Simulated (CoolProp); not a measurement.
A single-stage vapour-compression cycle with the fluid: evaporating at 195.15 K (dew point), condensing at 258.15 K (bubble point), superheat 5 K, subcooling 5 K, compressor efficiency 0.85, no pressure losses. The same conditions are run with several fluids, on thermodynamics alone (safety and materials aside).

The numbers come from the reference Helmholtz-energy equation of state of each fluid (ethylene: Smukala 2000; R115: Lemmon 2016; nitrous oxide: Lemmon 2006; ethane: Bücker 2006; hydrogen chloride: Thol 2018; R143a: Lemmon and Jacobsen 2000) in CoolProp.

```tsv
fluid	cooling COP	pressure ratio	discharge temperature (K)	refrigerating effect (kJ/kg)	volumetric capacity (kJ/m³)
ethylene	1.75	7.73	332.4	286	1940
R115	2.00	22.5	275.3	88.3	98.0
nitrous oxide	1.88	11.4	371.9	261	1300
ethane	1.93	9.40	318.8	325	1070
hydrogen chloride	1.86	11.6	434.3	340	1140
R143a	2.06	21.0	307.0	173	160
```
